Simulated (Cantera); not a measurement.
**Adiabatic ignition**

An adiabatic, constant-volume homogeneous reactor starts with 26.6 % CO, 1.20 % H2, 1.60 % CH4, 18.1 % O2, 52.5 % N2, equivalence ratio 0.94, at 1025 K and 10.0 bar.

Cantera simulation using GRI-Mech 3.0 (53 species, 325 reactions); the numbers are that mechanism's predictions, not measurements. Above 3000 K some thermodynamic fits are extrapolated.

```
t (s)     T (K)  P (bar)    x CO     x H2   x CH4     x CH2    x CH2O     x HCO     x HO2
--------  -----  -------  ------  -------  ------  --------  --------  --------  --------
1.00e-6    1025     10.0   0.266   0.0120  0.0160    <1e-12    <1e-12    <1e-12  3.80e-10
2.85e-6    1025     10.0   0.266   0.0120  0.0160    <1e-12  5.62e-12    <1e-12   1.96e-9
8.11e-6    1025     10.0   0.266   0.0120  0.0160    <1e-12  6.35e-11    <1e-12   7.28e-9
2.31e-5    1025     10.0   0.266   0.0120  0.0160    <1e-12  5.93e-10    <1e-12   2.42e-8
6.58e-5    1025     10.0   0.266   0.0120  0.0160    <1e-12   5.42e-9    <1e-12   8.46e-8
0.000187   1025     10.0   0.266   0.0120  0.0160    <1e-12   6.57e-8  2.62e-12   3.70e-7
0.000534   1026     10.0   0.266   0.0120  0.0160    <1e-12   2.94e-6  2.70e-11   3.54e-6
0.00152    1062     10.3   0.264   0.0116  0.0154  4.37e-11  0.000366   3.54e-9   4.98e-5
0.00433    3067     27.2  0.0887  0.00211  <1e-12    <1e-12   2.06e-9   2.95e-7   2.03e-5
0.0123     3067     27.2  0.0887  0.00211  <1e-12    <1e-12   2.06e-9   2.95e-7   2.03e-5
0.0351     3067     27.2  0.0887  0.00211  <1e-12    <1e-12   2.06e-9   2.95e-7   2.03e-5
0.100      3067     27.2  0.0887  0.00211  <1e-12    <1e-12   2.06e-9   2.95e-7   2.03e-5
```
x: mole fraction; the columns are a selection and need not sum to one.

time of steepest temperature rise: 1.90 ms
temperature at 0.100 s: 3067 K
equilibrium temperature: 3067 K
x(CO) at 0.100 s: 0.0887 (gas-phase equilibrium 0.0887)
x(H2) at 0.100 s: 0.00211 (gas-phase equilibrium 0.00211)
x(CH4) at 0.100 s: <1e-12 (gas-phase equilibrium <1e-12)
